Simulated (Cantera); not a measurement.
A closed system holds: 1 mol TEOS, 0.3 mol N2O, equilibrated at 0.820 bar.

Cantera equilibrium calculation (NASA polynomials, part measured and part estimated; ideal gas, pure solids and liquids). Candidate condensed phases: C, C6H6, C7H8, C8H18, H2O, Si, SiC, SiO2, Si2N2O, Si3N4; 151 gas species. The feed counts by its element totals alone. Mutual solubility and eutectic melting of coexisting phases are not modelled. The tables hold silica as quartz up to 1696 K and as liquid above; real silica turns to tridymite and cristobalite and melts near 1996 K. Rates play no part.

What share of the Si ends up in condensed phases as a function of T (K), at 1225, 1325, 1425, 1525, 1625, 1725, 1825, 1925?


```json
[
 {"T (K)": "1225", "Si condensed (%)": "100.0", "as": "SiO2(β-quartz)"},
 {"T (K)": "1325", "Si condensed (%)": "100.0", "as": "SiO2(β-quartz)"},
 {"T (K)": "1425", "Si condensed (%)": "100.0", "as": "SiO2(β-quartz)"},
 {"T (K)": "1525", "Si condensed (%)": "100.0", "as": "SiO2(β-quartz) + Si2N2O(s)"},
 {"T (K)": "1625", "Si condensed (%)": "99.5", "as": "SiO2(β-quartz) + Si2N2O(s)"},
 {"T (K)": "1725", "Si condensed (%)": "98.1", "as": "SiC(s) + Si2N2O(s)"},
 {"T (K)": "1825", "Si condensed (%)": "97.4", "as": "SiC(s)"},
 {"T (K)": "1925", "Si condensed (%)": "96.7", "as": "SiC(s)"}
]
```
